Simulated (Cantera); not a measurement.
# Thermodynamics of fluorocarbon and chlorocarbon gases, feed CH3Cl + Si

Charge: 1 mol CH3Cl, 0.39 mol Si, equilibrated at 100000 Pa.

These are equilibrium values from Cantera (NASA tables, ideal gas, pure condensed phases), not measurements of a reactor. Candidate condensed phases: C, C6H6, C7H8, C8H18, Si, SiC; 109 gas species. The tables' values for SiCl3, SiCl are old estimates; treat these amounts as uncertain. Gases not in the tables: Si2H6 and higher silanes. Equilibrium is a limit: real reactors are often held back by kinetics, nucleation or transport.

From 2000 K to 2450 K the condensed part is C(graphite) + SiC(s). The main Si-bearing gas is SiCl2 throughout. The share of Si in condensed phases is highest at 2000 K (76.9 %) and lowest at 2450 K (61.8 %).

```json
[
 {"T (K)": "2000", "x H2": "0.549", "x HCl": "0.404", "x SiCl2": "0.0390", "x H": "0.00120", "x Cl": "0.000660", "x SiCl3": "0.00489", "x C2H2 (acetylene)": "0.000421", "x SiCl": "3.87e-5", "n C(graphite)": "0.698", "n SiC(s)": "0.300"},
 {"T (K)": "2050", "x H2": "0.550", "x HCl": "0.398", "x SiCl2": "0.0428", "x H": "0.00168", "x Cl": "0.000901", "x SiCl3": "0.00444", "x C2H2 (acetylene)": "0.000584", "x SiCl": "6.40e-5", "n C(graphite)": "0.703", "n SiC(s)": "0.294"},
 {"T (K)": "2100", "x H2": "0.552", "x HCl": "0.392", "x SiCl2": "0.0464", "x H": "0.00232", "x Cl": "0.00121", "x SiCl3": "0.00403", "x C2H2 (acetylene)": "0.000798", "x SiCl": "0.000103", "n C(graphite)": "0.709", "n SiC(s)": "0.288"},
 {"T (K)": "2150", "x H2": "0.554", "x HCl": "0.386", "x SiCl2": "0.0500", "x H": "0.00314", "x Cl": "0.00160", "x SiCl3": "0.00365", "x C2H2 (acetylene)": "0.00107", "x SiCl": "0.000162", "n C(graphite)": "0.714", "n SiC(s)": "0.281"},
 {"T (K)": "2200", "x H2": "0.556", "x HCl": "0.379", "x SiCl2": "0.0535", "x H": "0.00420", "x Cl": "0.00208", "x SiCl3": "0.00330", "x C2H2 (acetylene)": "0.00142", "x SiCl": "0.000249", "n C(graphite)": "0.719", "n SiC(s)": "0.275"},
 {"T (K)": "2250", "x H2": "0.557", "x HCl": "0.372", "x SiCl2": "0.0569", "x H": "0.00554", "x Cl": "0.00268", "x SiCl3": "0.00299", "x C2H2 (acetylene)": "0.00186", "x SiCl": "0.000374", "n C(graphite)": "0.724", "n SiC(s)": "0.268"},
 {"T (K)": "2300", "x H2": "0.558", "x HCl": "0.365", "x SiCl2": "0.0601", "x H": "0.00723", "x Cl": "0.00340", "x SiCl3": "0.00271", "x C2H2 (acetylene)": "0.00241", "x SiCl": "0.000552", "n C(graphite)": "0.728", "n SiC(s)": "0.262"},
 {"T (K)": "2350", "x H2": "0.559", "x HCl": "0.358", "x SiCl2": "0.0631", "x H": "0.00932", "x Cl": "0.00428", "x SiCl3": "0.00245", "x C2H2 (acetylene)": "0.00308", "x SiCl": "0.000799", "n C(graphite)": "0.732", "n SiC(s)": "0.255"},
 {"T (K)": "2400", "x H2": "0.558", "x HCl": "0.350", "x SiCl2": "0.0660", "x H": "0.0119", "x Cl": "0.00532", "x SiCl3": "0.00222", "x C2H2 (acetylene)": "0.00389", "x SiCl": "0.00114", "n C(graphite)": "0.735", "n SiC(s)": "0.248"},
 {"T (K)": "2450", "x H2": "0.557", "x HCl": "0.342", "x SiCl2": "0.0686", "x H": "0.0150", "x Cl": "0.00654", "x SiCl3": "0.00201", "x C2H2 (acetylene)": "0.00486", "x SiCl": "0.00159", "n C(graphite)": "0.738", "n SiC(s)": "0.241"}
]
```
x: gas mole fraction; n: condensed amount in mol.
